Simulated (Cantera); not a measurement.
Charge: 1 mol Pb, a varied amount of CO, 3.3 mol N2, equilibrated at 1148.15 K and 0.0133 bar.

These are equilibrium values from Cantera (NASA tables, ideal gas, pure condensed phases), not measurements of a reactor. Candidate condensed phases: C, Pb, PbO, PbO2, Pb3O4; 27 gas species. Kinetics and transport are ignored.

What share of the Pb ends up in condensed phases as a function of n(CO) (mol), at 0.3, 0.51, 0.87, 1.5, 2.5, 4.3, 7.3, 12, 21?


```tsv
n(CO) (mol)	Pb condensed (%)	as
0.3	92.3	Pb(l)
0.51	91.8	Pb(l)
0.87	91.0	Pb(l)
1.5	89.7	Pb(l)
2.5	87.5	Pb(l)
4.3	83.6	Pb(l)
7.3	77.2	Pb(l)
12	67.1	Pb(l)
21	47.7	Pb(l)
```
